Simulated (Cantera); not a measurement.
Input: 1 mol MgCO₃, 0.64 mol SO₂, 0.28 mol CO₂, equilibrated at 427 °C.

These are equilibrium values from Cantera (NASA tables, ideal gas, pure condensed phases), not measurements of a reactor. Candidate condensed phases: C, Mg, MgCO₃, MgO, MgS, MgSO₄, S; 26 gas species. Gases not in the tables: S₃ to S₇. Kinetics and transport are ignored.

### Question
At 0.210 bar, list the 5 most abundant gas species with their mole fractions, and the condensed phases.

### Answer
CO₂ 0.911, SO₂ 0.0475, S₂ 0.0305, S₈ 0.00906, COS 0.00104. Condensed: MgO(s) + MgSO₄(s).
